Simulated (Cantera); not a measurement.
A closed system holds: 1 mol CuF₂, 0.31 mol H₂, 0.16 mol N₂, at 133 Pa.

Method: chemical equilibrium by Gibbs-energy minimisation in Cantera with the NASA 1993 tables (ideal gas, pure condensed phases). Candidate condensed phases: Cu, CuF₂; 25 gas species. Rates play no part.

log p: log10 of the partial pressure in bar; nothing condenses.

```tsv
T (K)	log p CuF	log p HF	log p CuF₂	log p F	log p N₂	log p Cu
1498	-3.33	-3.33	-3.55	-5.50	-3.92	-7.36
1573	-3.33	-3.34	-3.57	-4.95	-3.93	-7.17
1648	-3.31	-3.34	-3.61	(withheld)	-3.93	(withheld)
1723	-3.29	-3.36	-3.70	-4.15	-3.95	-6.68
1798	-3.26	-3.37	-3.86	-3.91	-3.96	-6.34
1873	-3.24	-3.39	(withheld)	(withheld)	-3.98	(withheld)
1948	-3.23	-3.40	-4.37	-3.70	-3.99	-5.54
2023	-3.23	-3.41	-4.66	-3.65	-4.00	-5.14
2098	-3.23	-3.42	-4.94	-3.62	-4.01	-4.78
```

Q: Some entries are withheld; supply them.

A: 
- 1873, log p CuF₂: -4.09
- 1873, log p F: -3.77
- 1873, log p Cu: -5.95
- 1648, log p F: -4.50
- 1648, log p Cu: -6.96
